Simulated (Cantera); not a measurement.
Feed: 1 mol B2H6, a varied amount of O2, 0.43 mol NH3, at 1073.15 K and 39.0 Torr.

Equilibrium computed with Cantera from the NASA thermochemical tables; the gas is ideal and each condensed phase is pure. Candidate condensed phases: B, BN, B2O3, B3O3H3, H2O; 39 gas species. The feed counts by its element totals alone. Mutual solubility and eutectic melting of coexisting phases are not modelled. Kinetics and transport are ignored.

x: gas mole fraction; n: condensed amount in mol.

```
n(O2) (mol)   x H2    x N2  x B3O3H3     x H2O    x HBO   x HBO2  n B(s)  n BN(s)  n B2O3(l)
-----------  -----  ------  --------  --------  -------  -------  ------  -------  ---------
0.15         0.999  <1e-12   0.00147   8.06e-8  2.22e-5  1.35e-7    1.36    0.430     0.0946
0.29         0.999  <1e-12   0.00147   8.06e-8  2.22e-5  1.35e-7    1.18    0.430      0.188
0.43         0.999  <1e-12   0.00147   8.06e-8  2.22e-5  1.35e-7   0.991    0.430      0.281
0.57         0.999  <1e-12   0.00147   8.06e-8  2.22e-5  1.35e-7   0.805    0.430      0.375
0.7          0.999  <1e-12   0.00147   8.06e-8  2.22e-5  1.35e-7     ___    0.430        ___
0.84         0.999  <1e-12   0.00147   8.06e-8  2.22e-5  1.35e-7     ___    0.430        ___
0.98         0.999  <1e-12   0.00147   8.06e-8  2.22e-5  1.35e-7   0.258    0.430      0.648
1.1          0.999  <1e-12   0.00147   8.06e-8  2.22e-5  1.35e-7  0.0979    0.430      0.728
1.3          0.977  0.0216   1.07e-9  0.000957  1.99e-7  1.48e-5       0    0.269      0.865
1.4          0.960  0.0387  7.74e-10   0.00114  1.79e-7  1.61e-5       0    0.136      0.932
```

Question: Complete the blanks.

Answer: 
- 0.7, n B(s): 0.631
- 0.7, n B2O3(l): 0.461
- 0.84, n B(s): 0.445
- 0.84, n B2O3(l): 0.555
